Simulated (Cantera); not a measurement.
Input: 1 mol Si, 0.074 mol Cl2, 8.5 mol H2, at 700 K and 16.0 mbar.

Equilibrium computed with Cantera from the NASA thermochemical tables; the gas is ideal and each condensed phase is pure. Candidate condensed phases: Si; 19 gas species. The numbers say what is thermodynamically allowed, not how fast it happens.

Base state: H2 0.995, SiCl4 0.00296, SiHCl3 0.00167, HCl 0.000360, SiH2Cl2 6.22e-5 (mole fractions); condensed: Si(s).

Question: What changes in the equilibrium state with this change: Cl2 from 0.074 to 0.035 mol?

Answer: 
```
species       before     after
----------  --------  --------
H2             0.995     0.997
SiCl4        0.00296   0.00129
SiHCl3       0.00167  0.000897
SiH2Cl2      6.22e-5   4.11e-5
HCl         0.000360  0.000293
Si(s), mol     0.960     0.981
```
